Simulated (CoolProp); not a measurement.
Vapour-liquid equilibrium of R113 (1) + n-hexane (2) at 0.015 MPa; x and y are mole fractions of (1).

Values from CoolProp's multi-fluid Helmholtz-energy mixture model, Marx 1992 and Thol 2019; pair parameters Bell 2016.

| x | bubble temperature, mixture model (K) | bubble temperature, Raoult's law (K) | y, mixture model | y, Raoult's law |
|---|---|---|---|---|
| 0.05 | ? | 290.1 | 0.145 | 0.108 |
| 0.2 | 284.1 | 286.4 | 0.425 | 0.369 |
| 0.35 | 280.7 | 283.2 | ? | 0.561 |
| 0.5 | ? | 280.4 | 0.706 | 0.706 |
| 0.65 | 276.4 | 278.0 | ? | 0.819 |
| 0.8 | ? | 275.7 | 0.884 | 0.908 |
| 0.95 | 273.5 | 273.7 | 0.970 | 0.979 |

Question: Fill in the missing entries.

Answer: 
- 0.05, bubble temperature, mixture model (K): 289.2
- 0.35, y, mixture model: 0.591
- 0.5, bubble temperature, mixture model (K): 278.3
- 0.65, y, mixture model: 0.800
- 0.8, bubble temperature, mixture model (K): 274.8

The largest gap from Raoult's law is -2.5 K in bubble temperature, at x = 0.35. No azeotrope shows between x = 0.05 and 0.95.

The pair parameters rest on a limited set of measurements; away from them the model extrapolates.
